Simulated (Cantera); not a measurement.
Charge: 1 mol SrCl₂, 16 mol H₂, 95 mol N₂, held at 0.810 bar.

Cantera equilibrium calculation (NASA polynomials, part measured and part estimated; ideal gas, pure solids and liquids). Candidate condensed phases: NH₄Cl, Sr, SrCl₂; 15 gas species. Equilibrium is a limit: real reactors are often held back by kinetics, nucleation or transport.

Question: What share of the Sr ends up in condensed phases as a function of T (K), at 673, 773, 873, 973, 1073, 1173, 1273, 1373, 1473, 1573, 1673?

Answer: 
```json
[
 {"T (K)": "673", "Sr condensed (%)": "100.0", "as": "SrCl₂(s)"},
 {"T (K)": "773", "Sr condensed (%)": "100.0", "as": "SrCl₂(s)"},
 {"T (K)": "873", "Sr condensed (%)": "100.0", "as": "SrCl₂(s)"},
 {"T (K)": "973", "Sr condensed (%)": "100.0", "as": "SrCl₂(s)"},
 {"T (K)": "1073", "Sr condensed (%)": "100.0", "as": "SrCl₂(s)"},
 {"T (K)": "1173", "Sr condensed (%)": "100.0", "as": "SrCl₂(l)"},
 {"T (K)": "1273", "Sr condensed (%)": "99.9", "as": "SrCl₂(l)"},
 {"T (K)": "1373", "Sr condensed (%)": "99.3", "as": "SrCl₂(l)"},
 {"T (K)": "1473", "Sr condensed (%)": "95.9", "as": "SrCl₂(l)"},
 {"T (K)": "1573", "Sr condensed (%)": "81.9", "as": "SrCl₂(l)"},
 {"T (K)": "1673", "Sr condensed (%)": "34.3", "as": "SrCl₂(l)"}
]
```
